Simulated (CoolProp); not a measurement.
Vapour-liquid equilibrium of n-butane (1) + R245fa (2) at 70.25 °C; x and y are mole fractions of (1).

Computed with CoolProp (multi-fluid Helmholtz-energy mixture model, Bücker 2006 and Akasaka 2015; pair parameters Bell 2016).

Question: Give the bubble pressure and the first vapour's composition at x = 0.05, 0.65, 0.725. Is there an azeotrope?

Answer: x = 0.05: 7.088 bar, y = 0.155; x = 0.65: 10.34 bar, y = 0.628; x = 0.725: 10.25 bar, y = 0.666. y crosses x between x = 0.575 and 0.65: the model has an azeotrope there.

Pair parameters are fitted to limited data, so mixtures are less certain than the pure fluids.
